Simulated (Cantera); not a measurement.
Input: 1 mol Si₂H₆, 0.37 mol NO, 25 mol H₂, held at 1627 °C and 293 Torr.

Cantera equilibrium calculation (NASA polynomials, part measured and part estimated; ideal gas, pure solids and liquids). Candidate condensed phases: H₂O, Si, SiO₂, Si₂N₂O, Si₃N₄; 35 gas species. The feed counts by its element totals alone. Gases not in the tables: Si₂H₆ and higher silanes. Equilibrium is a limit: real reactors are often held back by kinetics, nucleation or transport.

Base state: H₂ 0.979, SiO 0.0129, N₂ 0.00647, H 0.00126, SiH₂ 5.71e-5, Si 3.23e-5, SiH 1.73e-5 (mole fractions); condensed: Si(l).

Question: What changes in the equilibrium state with this change: temperature from 1627 °C to 1400 °C?

Answer: 
| species | before | after |
|---|---|---|
| H₂ | 0.979 | 0.993 |
| SiO | 0.0129 | 0.00659 |
| H | 0.00126 | 0.000182 |
| N₂ | 0.00647 | 3.71e-5 |
| Si | 3.23e-5 | 1.07e-6 |
| SiH | 1.73e-5 | 1.13e-6 |
| Si(l), mol | 1.63 | 0 |
| Si(s), mol | 0 | 1.45 |
| Si₂N₂O(s), mol | 0 | 0.184 |
Mutual solubility and eutectic melting of coexisting phases are not modelled.

Question: What changes in the equilibrium state with this change: temperature from 1627 °C to 1177 °C?

Answer: 
| species | before | after |
|---|---|---|
| H₂ | 0.979 | 0.999 |
| SiO | 0.0129 | 0.000517 |
| H | 0.00126 | 1.51e-5 |
| N₂ | 0.00647 | 5.35e-8 |
| Si | 3.23e-5 | 7.89e-9 |
| SiH | 1.73e-5 | 1.96e-8 |
| SiH₂ | 5.71e-5 | 7.69e-7 |
| Si(l), mol | 1.63 | 0 |
| Si(s), mol | 0 | 1.53 |
| SiO₂(β-quartz), mol | 0 | 0.0852 |
| Si₂N₂O(s), mol | 0 | 0.185 |
Mutual solubility and eutectic melting of coexisting phases are not modelled. The tables hold silica as quartz up to 1696 K and as liquid above; real silica turns to tridymite and cristobalite and melts near 1996 K.
